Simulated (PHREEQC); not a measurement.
1 kg of water holding 0.049 mol NaCl, 0.11 mol MgCl2, 0.021 mol CaCl2, 0.1 mol KCl and 0.0036 mol SrCl2 is evaporated at 25 °C; the solids stay in contact with the brine. CO2 from the air is kept out. Only these solids could form: Bischofite, Brucite, Carnallite, Halite, Portlandite, Sylvite, MgCl2_4H2O.

Equilibrium calculation in PHREEQC: Pitzer model, pitzer.dat.

```csv
water left (kg),ionic strength,water activity,Carnallite (mol),Sylvite (mol),Halite (mol)
1,0.553,0.989,0,0,0
0.6755,0.818,0.983,0,0,0
0.5552,0.996,0.980,0,0,0
0.375,1.47,0.969,0,0,0
0.3082,1.79,0.962,0,0,0
0.2082,2.65,0.940,0,0,0
0.1711,3.23,0.924,0,0,0
0.1156,4.78,0.877,0,0,0
0.09502,5.82,0.841,0,0,0
0.06418,8.61,0.734,0,0,0
0.05275,9.91,0.679,0,0.0299,0
0.03564,12.7,0.556,0,0.0754,0.0250
0.02807,14.1,0.495,0.0113,0.0742,0.0380
0.01099,15.4,0.462,0.0814,0.0129,0.0456
```

Sylvite from water left = 0.05275 kg; Halite from water left = 0.03564 kg; Carnallite from water left = 0.02807 kg.
